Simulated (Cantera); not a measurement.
A Cantera script and its output.

```python
import numpy as np
import cantera as ct

gas = ct.Solution("h2o2.yaml")
gas.TPX = 1325, 61000, {'H2': 0.71, 'O2': 1, 'N2': 18, 'H2O': 0.14}
reactor = ct.IdealGasConstPressureReactor(gas, energy="off", clone=False)
net = ct.ReactorNet([reactor])
net.rtol, net.atol = 1e-08, 1e-18
show = ['H2', 'O2', 'H2O2', 'O', 'HO2']
times = np.geomspace(1e-06, 2, 13)

steps = ct.SolutionArray(gas, extra=["t"])
rows = []
print(f"{'t/s':>10s}{'T/K':>9s}{'P/Pa':>11s}" + "".join(f"{s:>11s}" for s in show))
for t in times:
    while net.time < t:
        t_next = net.step()
        steps.append(gas.state, t=t_next)
    rows.append([np.interp(t, steps.t, y) for y in (steps.T, steps.P, *steps(*show).X.T)])
    print(f"{t:10.3e}{rows[-1][0]:9.1f}{rows[-1][1]:11.4g}" + "".join(f"{x:11.3e}" for x in rows[-1][2:]))
rate = np.gradient(steps.T, steps.t)
print("integrator steps:", len(steps.t))
if steps.T.max() > steps.T[0] + 200:
    print(f"time of steepest temperature rise: {steps.t[rate.argmax()]:.4e} s")
gas.TPX = 1325, 61000, {'H2': 0.71, 'O2': 1, 'N2': 18, 'H2O': 0.14}
gas.equilibrate("TP")
print(f"equilibrium (TP): T = {gas.T:.1f} K  " + "  ".join(f"{s} {gas[s].X[0]:.3e}" for s in show))
```

Result:

```
       t/s      T/K       P/Pa         H2         O2       H2O2          O        HO2
 1.000e-06   1325.0    6.1e+04  3.577e-02  5.038e-02  1.185e-13  2.708e-11  6.462e-10
 3.350e-06   1325.0    6.1e+04  3.577e-02  5.038e-02  1.316e-12  2.568e-10  2.178e-09
 1.122e-05   1325.0    6.1e+04  3.577e-02  5.038e-02  1.437e-11  2.244e-09  7.466e-09
 3.761e-05   1325.0    6.1e+04  3.577e-02  5.038e-02  1.607e-10  4.802e-08  3.250e-08
 1.260e-04   1325.0    6.1e+04  3.432e-02  4.967e-02  8.781e-08  2.251e-04  9.548e-06
 4.221e-04   1325.0    6.1e+04  1.821e-03  3.303e-02  8.579e-07  2.621e-03  7.826e-06
 1.414e-03   1325.0    6.1e+04  2.108e-04  3.296e-02  3.674e-07  2.664e-04  4.243e-06
 4.738e-03   1325.0    6.1e+04  1.642e-05  3.305e-02  7.118e-08  2.117e-05  7.361e-07
 1.587e-02   1325.0    6.1e+04  2.045e-06  3.307e-02  1.436e-08  2.953e-06  1.164e-07
 5.318e-02   1325.0    6.1e+04  4.069e-07  3.308e-02  3.557e-09  6.323e-07  2.600e-08
 1.782e-01   1325.0    6.1e+04  1.103e-07  3.308e-02  1.063e-09  1.763e-07  9.493e-09
 5.970e-01   1325.0    6.1e+04  4.790e-08  3.308e-02  4.741e-10  7.538e-08  7.017e-09
 2.000e+00   1325.0    6.1e+04  4.147e-08  3.308e-02  4.101e-10  6.460e-08  6.896e-09
integrator steps: 1640
equilibrium (TP): T = 1325.0 K  H2 4.145e-08  O2 3.308e-02  H2O2 4.099e-10  O 6.456e-08  HO2 6.896e-09
```

Model: the H2/O2 subset of GRI-Mech 3.0, which has no nitrogen chemistry, integrated in Cantera. The temperature is held fixed by assumption; the heat of reaction is taken as removed at once.
